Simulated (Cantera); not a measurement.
Low-pressure radical oxidation in H2/O2

An isothermal, constant-pressure homogeneous reactor starts with 0.621 % H₂, 41.4 % O₂, 58.0 % N₂, at 1200 K and 20.3 Torr.

Cantera simulation using GRI-Mech 3.0 (53 species, 325 reactions); the numbers are that mechanism's predictions, not measurements. Radical loss at walls, strong at low pressure, is not modelled.

```tsv
t (s)	x H₂	x O₂	x H₂O	x N₂O	x OH	x NO
3.00e-5	0.00621	0.414	1.43e-12	<1e-12	3.50e-11	<1e-12
8.68e-5	0.00621	0.414	2.65e-11	<1e-12	2.10e-10	<1e-12
0.000251	0.00621	0.414	3.94e-10	<1e-12	1.00e-9	<1e-12
0.000727	0.00621	0.414	5.80e-9	<1e-12	5.70e-9	<1e-12
0.00211	0.00621	0.414	2.56e-7	<1e-12	1.57e-7	<1e-12
0.00609	0.00440	0.412	0.00138	1.27e-10	0.000643	3.84e-11
0.0176	3.50e-5	0.409	0.00580	8.31e-9	0.000449	1.13e-8
0.0510	2.30e-5	0.410	0.00593	2.01e-8	0.000365	2.84e-8
0.148	9.51e-6	0.411	0.00608	2.84e-8	0.000235	4.25e-8
0.428	2.24e-6	0.412	0.00617	3.32e-8	0.000115	4.93e-8
1.24	3.80e-7	0.412	0.00621	3.56e-8	4.78e-5	5.25e-8
3.58	6.40e-8	0.412	0.00622	3.62e-8	1.98e-5	5.41e-8
10.4	1.28e-8	0.412	0.00623	3.48e-8	8.94e-6	5.49e-8
30.0	3.20e-9	0.412	0.00623	2.99e-8	4.48e-6	5.54e-8
```
x: mole fraction; the columns are a selection and need not sum to one.

Equilibrium at this temperature and pressure: H₂ 7.55e-10, O₂ 0.412, H₂O 0.00623, N₂O 2.34e-9, OH 2.19e-6, NO 0.000237 (gas phase only).
